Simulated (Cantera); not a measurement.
## Roasting and sulfation: MgO + SO2 + H2O + H2S

Charge: 1 mol MgO, 3.7 mol SO2, 2.8 mol H2O, 0.69 mol H2S, equilibrated at 86.0 mbar.

Equilibrium computed with Cantera from the NASA thermochemical tables; the gas is ideal and each condensed phase is pure. Candidate condensed phases: H2O, H2SO4, Mg, MgO, Mg(OH)2, MgS, MgSO4, S; 26 gas species. Gases not in the tables: S3 to S7. Kinetics and transport are ignored.

| T (°C) | x SO2 | x H2O | x H2 | x S2 | x SO | n MgO(s) |
|---|---|---|---|---|---|---|
| 1000 | 0.464 | 0.454 | 0.0104 | 0.0583 | 0.000937 | 1.00 |
| 1050 | 0.465 | 0.451 | 0.0132 | 0.0580 | 0.00144 | 1.00 |
| 1100 | 0.465 | 0.448 | 0.0165 | 0.0575 | 0.00215 | 1.00 |
| 1150 | 0.465 | 0.445 | 0.0201 | 0.0567 | 0.00312 | 1.00 |
| 1200 | 0.466 | 0.440 | 0.0242 | 0.0556 | 0.00440 | 1.00 |
| 1250 | 0.466 | 0.435 | 0.0286 | 0.0544 | 0.00606 | 1.000 |
| 1300 | 0.467 | 0.430 | 0.0334 | 0.0528 | 0.00816 | 1.000 |
| 1350 | 0.467 | 0.424 | 0.0386 | 0.0510 | 0.0108 | 1.000 |
| 1400 | 0.467 | 0.418 | 0.0439 | 0.0489 | 0.0139 | 1.000 |
| 1450 | 0.466 | 0.412 | 0.0495 | 0.0465 | 0.0177 | 1.000 |
| 1500 | 0.465 | 0.405 | 0.0551 | 0.0439 | 0.0221 | 1.000 |
| 1550 | 0.464 | 0.398 | 0.0608 | 0.0411 | 0.0272 | 1.000 |
| 1600 | 0.463 | 0.391 | 0.0664 | 0.0380 | 0.0330 | 1.000 |
x: gas mole fraction; n: condensed amount in mol.

From 1000 °C to 1600 °C the condensed part is MgO(s).
